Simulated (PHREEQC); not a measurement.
Synthetic water in mg/kgw, 25 °C, pH 7.34, pe -1.3:

| constituent | mg/kgw |
|---|---|
| Na | 11.3 |
| K | 28.9 |
| Ca | 27 |
| Mg | 0.0312 |
| Cl | 42.2 |
| S(6) as SO4 | 33 |
| Alkalinity as HCO3 | 49.2 |
| Zn | 0.155 |

Valence states are taken as typed.

Equilibrium calculation in PHREEQC: ion-association model, phreeqc.dat.

This is a speciation only: nothing precipitates in the calculation.

**Question.** Estimate the specific conductance.

**Answer.** specific conductance 313 µS/cm.

**Question.** In which forms is Mg present?

**Answer.** Mg+2 95 %, MgSO4 4.3 %, MgHCO3+ 0.7 % of the Mg.

Complexes and solids missing from the database can't appear.
